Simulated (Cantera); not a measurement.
Input: 1 mol Cu2O, a varied amount of CH4, 0.13 mol CO, at 1650 K and 77.0 Pa.

These are equilibrium values from Cantera (NASA tables, ideal gas, pure condensed phases), not measurements of a reactor. Candidate condensed phases: C, C6H6, C7H8, C8H18, Cu, CuO, Cu(OH)2, Cu2O, H2O; 113 gas species. Kinetics and transport are ignored.

x: gas mole fraction; n: condensed amount in mol.

```json
[
 {"n(CH4) (mol)": "0.44", "x H2": "0.277", "x CO": "0.271", "x H2O": "0.265", "x Cu": "0.105", "x CO2": "0.0805", "n Cu(l)": "1.83", "n C(graphite)": "0"},
 {"n(CH4) (mol)": "0.64", "x H2": "0.428", "x CO": "0.307", "x H2O": "0.128", "x Cu": "0.105", "x CO2": "0.0286", "n Cu(l)": "1.76", "n C(graphite)": "0"},
 {"n(CH4) (mol)": "0.85", "x H2": "0.523", "x CO": "0.319", "x H2O": "0.0420", "x Cu": "0.105", "x CO2": "0.00796", "n Cu(l)": "1.68", "n C(graphite)": "0"},
 {"n(CH4) (mol)": "1.1", "x H2": "0.589", "x CO": "0.303", "x H2O": "8.84e-8", "x Cu": "0.105", "x CO2": "1.42e-8", "n Cu(l)": "1.61", "n C(graphite)": "0.0998"},
 {"n(CH4) (mol)": "1.3", "x H2": "0.621", "x CO": "0.271", "x H2O": "8.33e-8", "x Cu": "0.105", "x CO2": "1.13e-8", "n Cu(l)": "1.56", "n C(graphite)": "0.300"},
 {"n(CH4) (mol)": "1.5", "x H2": "0.647", "x CO": "?", "x H2O": "7.84e-8", "x Cu": "0.105", "x CO2": "?", "n Cu(l)": "1.51", "n C(graphite)": "?"},
 {"n(CH4) (mol)": "1.7", "x H2": "0.669", "x CO": "?", "x H2O": "7.38e-8", "x Cu": "0.105", "x CO2": "?", "n Cu(l)": "1.46", "n C(graphite)": "?"},
 {"n(CH4) (mol)": "1.9", "x H2": "0.687", "x CO": "0.205", "x H2O": "6.97e-8", "x Cu": "0.105", "x CO2": "6.46e-9", "n Cu(l)": "1.42", "n C(graphite)": "0.900"},
 {"n(CH4) (mol)": "2.1", "x H2": "0.702", "x CO": "0.189", "x H2O": "6.59e-8", "x Cu": "0.105", "x CO2": "5.53e-9", "n Cu(l)": "1.37", "n C(graphite)": "1.10"},
 {"n(CH4) (mol)": "2.3", "x H2": "0.716", "x CO": "0.176", "x H2O": "6.24e-8", "x Cu": "0.105", "x CO2": "4.78e-9", "n Cu(l)": "1.32", "n C(graphite)": "1.30"},
 {"n(CH4) (mol)": "2.5", "x H2": "0.727", "x CO": "0.165", "x H2O": "5.93e-8", "x Cu": "0.105", "x CO2": "4.18e-9", "n Cu(l)": "1.27", "n C(graphite)": "1.50"},
 {"n(CH4) (mol)": "2.7", "x H2": "0.737", "x CO": "0.155", "x H2O": "5.64e-8", "x Cu": "0.105", "x CO2": "3.68e-9", "n Cu(l)": "1.23", "n C(graphite)": "1.70"},
 {"n(CH4) (mol)": "2.9", "x H2": "0.746", "x CO": "0.146", "x H2O": "5.38e-8", "x Cu": "0.105", "x CO2": "3.27e-9", "n Cu(l)": "1.18", "n C(graphite)": "1.90"}
]
```

Fill in the missing entries.


- 1.7, x CO: 0.223
- 1.7, x CO2: 7.65e-9
- 1.7, n C(graphite): 0.700
- 1.5, x CO: 0.244
- 1.5, x CO2: 9.21e-9
- 1.5, n C(graphite): 0.500
